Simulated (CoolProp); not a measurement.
R404A along the isobar 3.93 MPa: Z from the reference equation and from simpler models built on Tc = 72.1 °C, pc = 3.735 MPa, ω = 0.293; each cubic takes its own stable root.

Values from CoolProp's reference Helmholtz-energy equation of state, Lemmon 2003. It is a pseudo-pure fit of the blend.

```
T (°C)          phase  reference
------  -------------  ---------
-56.95         liquid     0.1582
-37.95         liquid     0.1518
-19.05         liquid     0.1472
-0.15          liquid     0.1445
18.75          liquid     0.1439
37.65          liquid     0.1467
56.55          liquid     0.1564
75.55   supercritical     0.3585
94.45   supercritical     0.6121
113.35  supercritical     0.7050
132.25  supercritical     0.7655
151.15  supercritical     0.8094
170.05  supercritical     0.8431
189.05  supercritical     0.8698
207.95  supercritical     0.8914
226.85  supercritical     0.9090
```

How far does each simpler model (van der Waals, Soave-Redlich-Kwong, Peng-Robinson) lie from the reference over these 16 states: mean and median of the absolute difference, and the worst?


- van der Waals: mean 31.6 %, median 3.9 %, worst +71.3 % at -56.95 °C and 3.93 MPa
- Soave-Redlich-Kwong: mean 9.5 %, median 8.1 %, worst +23.8 % at 56.55 °C and 3.93 MPa
- Peng-Robinson: mean 1.9 %, median 0.7 %, worst +10.3 % at 56.55 °C and 3.93 MPa
